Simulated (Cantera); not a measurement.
# Fe(CO)5 + CO + H2 (iron carbonyl, mercury and lead vapours)

Charge: 1 mol Fe(CO)5, 7.8 mol CO, 5.5 mol H2, equilibrated at 1575 K.

Method: chemical equilibrium by Gibbs-energy minimisation in Cantera with the NASA 1993 tables (ideal gas, pure condensed phases). Candidate condensed phases: C, C6H6, C7H8, C8H18, Fe, Fe(CO)5, FeO, Fe(OH)2, Fe(OH)3, Fe2O3, Fe3O4, H2O; 114 gas species. Iron dissolves carbon and melts from about 1420 K in contact with it, which pure phases cannot show. Condensed phases not in the tables: cementite and carbon dissolved in iron. Rates play no part.

From 10.0 Pa to 0.130 bar the condensed part is Fe(γ). From 0.560 bar to 10.0 bar the condensed part is C(graphite) + Fe(γ). The main Fe-bearing gas is Fe throughout.

| P (Pa) | x CO | x H2 | x Fe | x H | n Fe(γ) | n C(graphite) |
|---|---|---|---|---|---|---|
| 10 | 0.694 | 0.297 | 0.00683 | 0.00226 | 0.874 | 0 |
| 42 | 0.698 | 0.299 | 0.00163 | 0.00111 | 0.970 | 0 |
| 180 | 0.699 | 0.300 | 0.000380 | 0.000537 | 0.993 | 0 |
| 750 | 0.699 | 0.300 | 9.11e-5 | 0.000263 | 0.998 | 0 |
| 3200 | 0.699 | 0.300 | 2.14e-5 | 0.000127 | 1.000 | 0 |
| 13000 | 0.699 | 0.300 | 5.26e-6 | 6.32e-5 | 1.000 | 0 |
| 56000 | 0.699 | 0.300 | 1.22e-6 | 3.04e-5 | 1.000 | 0.00206 |
| 240000 | 0.699 | 0.300 | 2.85e-7 | 1.47e-5 | 1.000 | 0.00959 |
| 1000000 | 0.698 | 0.297 | 6.83e-8 | 7.16e-6 | 1.000 | 0.0405 |
x: gas mole fraction; n: condensed amount in mol.
